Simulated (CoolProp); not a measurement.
A single-stage vapour-compression cycle with R152A: evaporating at 271.15 K (dew point), condensing at 293.15 K (bubble point), superheat 2 K, subcooling 5 K, compressor efficiency 0.6, no pressure losses. Each further row changes one setting.

The numbers come from the reference Helmholtz-energy equation of state, Outcalt 1996 in CoolProp. It is a modified Benedict-Webb-Rubin equation, recast in Helmholtz form.

```csv
case,cooling COP,pressure ratio,discharge temperature (K),refrigerating effect (kJ/kg),volumetric capacity (kJ/m³)
as stated,6.98,2.09,316.6,282,2180
evaporating temperature 276.15 K,9.35,1.75,311.2,285,2620
condensing temperature 288.15 K,9.20,1.79,307.3,291,2250
subcooling 10 K,7.19,2.09,316.6,291,2250
superheat 12 K,6.91,2.09,327.2,293,2160
compressor efficiency 0.5,5.81,2.09,323.3,282,2180
```
